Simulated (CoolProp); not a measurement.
Properties of octamethyltrisiloxane (MDM) along the isotherm 183.85 °C (Tc = 292.2 °C, pc = 1438 kPa, ω = 0.528).

Model: reference Helmholtz-energy equation of state, Thol 2017, in CoolProp.

| p (kPa) | phase | Z | fugacity coefficient |
|---|---|---|---|
| 22.7 | gas | 0.9881 | 0.9882 |
| 38.4 | gas | 0.9797 | 0.9801 |
| 64.7 | gas | 0.9652 | 0.9664 |
| 109 | gas | (withheld) | 0.9434 |
| 184 | gas | 0.8932 | 0.9042 |
| 311 | liquid | 0.03053 | 0.6194 |
| 525 | liquid | (withheld) | 0.3747 |
| 886 | liquid | 0.08645 | 0.2300 |
| 1500 | liquid | (withheld) | (withheld) |
| 2520 | liquid | 0.2422 | (withheld) |
| 4260 | liquid | 0.4038 | (withheld) |
| 7190 | liquid | 0.6685 | 0.05161 |

Question: Fill in the missing entries.

Answer: 
- 109, Z: 0.9398
- 525, Z: 0.05142
- 1500, Z: 0.1455
- 1500, fugacity coefficient: 0.1442
- 2520, fugacity coefficient: 0.09473
- 4260, fugacity coefficient: 0.06616
